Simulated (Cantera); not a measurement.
**Premixed flame**

A freely propagating, adiabatic, planar premixed flame of 10.7 % CO, 0.923 % H2, 4.08 % CH4, 17.7 % O2, 66.6 % N2, equivalence ratio 0.79, unburnt at 700 K and 0.987 atm; mixture-averaged transport, grid criteria slope 0.08 and curve 0.16, no radiation.

Detailed kinetics in Cantera: GRI-Mech 3.0 (53 species, 325 reactions). Burning velocities carry a grid error of a few per cent, more on coarse grids.

```tsv
z (mm)	T (K)	u (m/s)	x CO	x H2	x CH4	x NO2	x HO2	x CH2CO
-1.12	700	2.07	0.107	0.00927	0.0408	<1e-8	2.60e-8	<1e-8
-0.745	700	2.07	0.107	0.00939	0.0408	<1e-8	5.04e-7	<1e-8
-0.559	701	2.07	0.107	0.00957	0.0408	<1e-8	3.28e-6	<1e-8
-0.373	706	2.09	0.107	0.0101	0.0405	<1e-8	3.28e-5	1.43e-8
-0.186	812	2.41	0.107	0.0114	0.0367	<1e-8	0.000159	1.07e-6
-0.0931	1079	3.22	0.107	0.0125	0.0255	<1e-8	0.000155	5.92e-6
0	1465	4.38	0.107	0.0116	0.00706	<1e-8	0.000136	1.14e-5
0.0931	1658	4.93	0.0910	0.00770	0.000453	<1e-8	3.32e-5	1.50e-6
0.186	1738	5.13	0.0729	0.00609	1.28e-5	<1e-8	1.84e-5	4.01e-8
0.373	1843	5.38	0.0525	0.00609	1.76e-8	<1e-8	1.31e-5	<1e-8
0.745	1964	5.68	0.0400	0.00568	<1e-8	<1e-8	8.90e-6	<1e-8
1.49	2083	5.97	0.0329	0.00444	<1e-8	1.06e-8	5.70e-6	<1e-8
2.98	2189	6.23	0.0254	0.00314	<1e-8	2.30e-8	3.63e-6	<1e-8
```
x: mole fraction of selected species; z is measured from the peak of heat release.

```yaml
laminar_burning_velocity: 207 cm/s
thermal_thickness: 0.373 mm
peak x(HO2): 0.000167
peak x(CH2CO): 1.21e-5
grid_points: 160
```
